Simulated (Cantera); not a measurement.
# Premixed flame

A freely propagating, adiabatic, planar premixed flame of CH₄ : O₂ : N₂ : H₂ = 1 : 2 : 7.52 : 0.17 (molar parts), unburnt at 523 K and 1.50 bar; mixture-averaged transport, grid criteria slope 0.08 and curve 0.16, no radiation.

Cantera simulation using GRI-Mech 3.0 (53 species, 325 reactions); the numbers are that mechanism's predictions, not measurements. Burning velocities carry a grid error of a few per cent, more on coarse grids.

```csv
z (mm),T (K),u (m/s),x CH₄,x O₂,x C₂H₆,x H₂O,x CO₂,x HCO
-0.726,523,0.990,0.0935,0.187,<1e-8,2.07e-5,6.88e-8,<1e-8
-0.484,524,0.993,0.0933,0.187,2.30e-7,0.000234,1.52e-6,<1e-8
-0.363,531,1.01,0.0928,0.186,2.36e-6,0.00123,1.43e-5,<1e-8
-0.242,586,1.12,0.0892,0.182,4.05e-5,0.00833,0.000217,<1e-8
-0.121,977,1.88,0.0651,0.151,0.000680,0.0524,0.00377,6.48e-7
-0.0605,1404,2.73,0.0364,0.110,0.000907,0.0982,0.0108,1.52e-5
0,1803,3.54,0.00888,0.0604,0.000107,0.143,0.0231,5.86e-5
0.0605,1972,3.87,0.000675,0.0314,5.78e-7,0.165,0.0369,2.13e-5
0.121,2022,3.95,2.66e-5,0.0214,<1e-8,0.170,0.0473,1.45e-6
0.242,2078,4.04,7.57e-8,0.0162,<1e-8,0.171,0.0571,8.64e-8
0.484,2146,4.15,<1e-8,0.0132,<1e-8,0.175,0.0624,5.15e-8
0.968,2221,4.28,<1e-8,0.0104,<1e-8,0.180,0.0658,2.87e-8
1.94,2286,4.38,<1e-8,0.00775,<1e-8,0.185,0.0692,1.50e-8
```
x: mole fraction of selected species; z is measured from the peak of heat release.

```yaml
laminar_burning_velocity: 99.0 cm/s
thermal_thickness: 0.242 mm
peak x(C₂H₆): 0.000993
peak x(HCO): 5.91e-5
grid_points: 146
```
